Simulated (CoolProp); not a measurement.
A simple Rankine cycle with neopentane: condensing at 316.15 K, boiler at 1.74 MPa, turbine inlet 436.8 K, turbine efficiency 0.7, pump efficiency 0.6, no recuperator. Each further row changes one setting.

The numbers come from the reference Helmholtz-energy equation of state, Lemmon 2006 in CoolProp. It is a short technical equation, of lower accuracy than the large ones.

```csv
case,thermal efficiency (%),net work (kJ/kg),heat in (kJ/kg),turbine exit temperature (K),volume ratio over the turbine
as stated,9.6,48.4,507,(withheld),6.60
turbine inlet 456.8 K,9.3,(withheld),559,421.6,6.40
condensing temperature 308.15 K,10.5,55.2,526,396.4,8.30
boiler pressure 1.22 MPa,8.0,41.4,(withheld),409.7,(withheld)
turbine efficiency 0.6,8.1,40.9,507,(withheld),6.66
```

**Question.** Complete the blanks.

**Answer.** 
- as stated, turbine exit temperature (K): 400.2
- turbine inlet 456.8 K, net work (kJ/kg): 52.2
- boiler pressure 1.22 MPa, heat in (kJ/kg): 521
- boiler pressure 1.22 MPa, volume ratio over the turbine: 4.35
- turbine efficiency 0.6, turbine exit temperature (K): 403.6
